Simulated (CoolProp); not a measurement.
Aqueous calcium chloride as a coolant, at 11 °C, 1 atm.

Computed with CoolProp (Melinder's fits for secondary coolants).

| mass % | freezing point (°C) | viscosity (mPa s) | conductivity (W/(m K)) | density (kg/m³) | cp (kJ/(kg K)) |
|---|---|---|---|---|---|
| 1.8 | -0.8 | 1.32 | 0.581 | 1013 | 4.073 |
| 5.6 | -2.7 | … | 0.577 | … | 3.842 |
| 9.3 | … | 1.59 | 0.573 | 1080 | 3.629 |
| 13.1 | -8.9 | 1.79 | 0.569 | 1116 | 3.421 |
| 16.9 | -13.5 | 2.06 | 0.565 | 1153 | 3.228 |
| 20.6 | -19.3 | … | 0.561 | 1189 | … |
| 24.4 | -27.4 | 2.96 | 0.556 | 1227 | 2.921 |
| 28.2 | … | 3.72 | 0.551 | 1266 | 2.800 |

Some entries are withheld; supply them.


- 5.6, viscosity (mPa s): 1.45
- 5.6, density (kg/m³): 1046
- 9.3, freezing point (°C): -5.3
- 20.6, viscosity (mPa s): 2.44
- 20.6, cp (kJ/(kg K)): 3.063
- 28.2, freezing point (°C): -39.8
